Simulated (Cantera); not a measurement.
Hydrocarbon pyrolysis for carbon deposition

An isothermal, constant-pressure homogeneous reactor starts with 17.5 % CH4, 82.5 % N2, at 1675 K and 13300 Pa.

Cantera simulation using GRI-Mech 3.0 (53 species, 325 reactions); the numbers are that mechanism's predictions, not measurements. GRI-Mech 3.0 stops at C3 and has no aromatics, soot or wall deposition, so with more carbon than oxygen in the feed, carbon stays in small species such as C2H2 where larger ones or solid carbon would form.

| t (s) | x CH4 | x C2H2 | x H | x C2H | x C2H6 |
|---|---|---|---|---|---|
| 1.00e-5 | 0.175 | <1e-12 | 2.93e-7 | <1e-12 | 1.82e-11 |
| 4.53e-5 | 0.175 | 1.12e-12 | 2.94e-7 | <1e-12 | 1.95e-9 |
| 0.000205 | 0.175 | 6.86e-10 | 3.06e-7 | <1e-12 | 1.70e-7 |
| 0.000928 | 0.175 | 3.46e-7 | 5.33e-7 | 1.99e-12 | 1.00e-5 |
| 0.00420 | 0.170 | 0.000160 | 4.33e-6 | 8.42e-10 | 0.000191 |
| 0.0190 | 0.124 | 0.0154 | 3.48e-5 | 4.47e-8 | 0.000210 |
| 0.0862 | 0.0576 | 0.0490 | 7.66e-5 | 1.24e-7 | 3.84e-5 |
| 0.390 | 0.0145 | 0.0682 | 0.000123 | 2.02e-7 | 3.01e-6 |
| 1.77 | 0.00266 | 0.0734 | 0.000147 | 2.42e-7 | 1.22e-7 |
| 8.00 | 0.000730 | 0.0742 | 0.000151 | 2.49e-7 | 1.31e-8 |
x: mole fraction; the columns are a selection and need not sum to one.

Equilibrium at this temperature and pressure: CH4 0.000399, C2H2 0.0327, H 0.000151, C2H 1.10e-7, C2H6 4.47e-9 (gas phase only).
